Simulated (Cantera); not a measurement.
Cantera run, input and output.

```python
import numpy as np
import cantera as ct

gas = ct.Solution("gri30.yaml")
gas.TPX = 1900, 29, {'C2H4': 1, 'H2': 11}
inlet = ct.Reservoir(gas, clone=True)

reactor = ct.IdealGasConstPressureReactor(gas, energy="off", clone=False)
exhaust = ct.Reservoir(gas, clone=True)
tau = [0.38, 0.16, 0.066, 0.028, 0.012, 0.0048, 0.002][0]
for a, b in ((inlet, reactor), (reactor, exhaust)):
    ct.MassFlowController(a, b, mdot=lambda t: reactor.mass / tau)
net = ct.ReactorNet([reactor])
show = ['C2H4', 'H2', 'CH2', 'C2H2', 'CH3']

rows = []
print(f"{'tau/s':>10s}{'T/K':>9s}" + "".join(f"{s:>11s}" for s in show))
for tau in [0.38, 0.16, 0.066, 0.028, 0.012, 0.0048, 0.002]:
    net.initial_time = 0.0
    net.advance(30 * tau)
    before = gas.X
    net.advance(40 * tau)
    drift = np.max(np.abs(gas.X - before) / (gas.X + 1e-9))
    rows.append([gas.T, *gas[show].X, drift])
    print(f"{tau:10.3e}{gas.T:9.1f}" + "".join(f"{x:11.3e}" for x in gas[show].X))
```

Result:

```
     tau/s      T/K       C2H4         H2        CH2       C2H2        CH3
 3.800e-01   1900.0  2.072e-02  9.213e-01  1.621e-08  5.777e-02  4.950e-08
 1.600e-01   1900.0  3.800e-02  9.200e-01  2.007e-08  4.182e-02  4.034e-08
 6.600e-02   1900.0  5.694e-02  9.186e-01  1.751e-08  2.435e-02  3.164e-08
 2.800e-02   1900.0  7.015e-02  9.176e-01  1.044e-08  1.216e-02  2.140e-08
 1.200e-02   1900.0  7.727e-02  9.171e-01  4.782e-09  5.592e-03  1.297e-08
 4.800e-03   1900.0  8.083e-02  9.169e-01  1.649e-09  2.309e-03  6.477e-09
 2.000e-03   1900.0  8.228e-02  9.167e-01  4.807e-10  9.741e-04  2.470e-09
```

Computed with Cantera and GRI-Mech 3.0 (53 species, 325 reactions). GRI-Mech 3.0 was tuned for natural gas; its chemistry of ethylene as a main component is partial and can be far from experiment. GRI-Mech 3.0 stops at C3 and has no aromatics, soot or wall deposition, so with more carbon than oxygen in the feed, carbon stays in small species such as C2H2 where larger ones or solid carbon would form. Radical loss at walls, strong at low pressure, is not modelled.
